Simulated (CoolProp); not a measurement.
A simple Rankine cycle with water: condensing at 308.15 K, boiler at 0.725 MPa, turbine inlet 441.5 K, turbine efficiency 0.6, pump efficiency 0.7, no recuperator. Each further row changes one setting.

Computed with CoolProp (reference Helmholtz-energy equation of state, Wagner 2002).

```csv
case,thermal efficiency (%),net work (kJ/kg),heat in (kJ/kg),turbine exit temperature (K),volume ratio over the turbine
as stated,16.2,?,2620,308.1,86.2
turbine inlet 461.5 K,16.3,435,2670,308.1,83.0
condensing temperature 300.15 K,17.2,?,2660,300.2,?
boiler pressure 0.507 MPa,15.2,400,2640,308.1,?
turbine efficiency 0.5,13.5,355,2620,308.1,89.0
```

### Question
Fill in the missing entries.

### Answer

- as stated, net work (kJ/kg): 426
- condensing temperature 300.15 K, net work (kJ/kg): 456
- condensing temperature 300.15 K, volume ratio over the turbine: 132
- boiler pressure 0.507 MPa, volume ratio over the turbine: 60.3

The expansion ends wet for: as stated; turbine inlet 461.5 K; condensing temperature 300.15 K; boiler pressure 0.507 MPa; turbine efficiency 0.5.
